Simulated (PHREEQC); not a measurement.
Dissolve 0.002 mol/kgw H3PO4, 6.9e-05 mol/kgw K2HPO4 and 0.0028 mol/kgw NiSO4 at 25 °C. Closed to the air; pH follows from the charge balance.

Model: ion-association model, wateq4f.dat, run in PHREEQC.

Precipitation was switched off in this run.

Task: Order these S species by the share of S that they hold, largest first: NiSO4, SO4-2, HSO4-.

Result: SO4-2 (77 %), NiSO4 (15 %), HSO4- (7.2 %)

The pH is 2.89 and the ionic strength 0.0109 mol/kgw. H3PO4, which wateq4f.dat lacks, is added to it with the constant of phreeqc.dat. The database has no phosphate complexes of Ni.
